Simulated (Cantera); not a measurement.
A closed system holds: 1 mol Cu, 17 mol HF, 0.85 mol N2, equilibrated at 5.63 Torr.

Equilibrium computed with Cantera from the NASA thermochemical tables; the gas is ideal and each condensed phase is pure. Candidate condensed phases: Cu, CuF2; 25 gas species. The numbers say what is thermodynamically allowed, not how fast it happens.

### Question
Which condensed phases are stable at each of these points (T (°C)): 477, 552, 627, 702, 777, 852, 927, 1002, 1077, 1152, 1227?

### Answer
```csv
T (°C),condensed phases,Cu condensed (%)
477,Cu(s),100.0
552,Cu(s),100.0
627,Cu(s),100.0
702,Cu(s),100.0
777,Cu(s),100.0
852,Cu(s),99.9
927,Cu(s),99.8
1002,Cu(s),99.4
1077,Cu(s),98.4
1152,Cu(l),96.4
1227,Cu(l),92.0
```

From 477 °C to 1077 °C the condensed part is Cu(s). From 1152 °C to 1227 °C the condensed part is Cu(l).
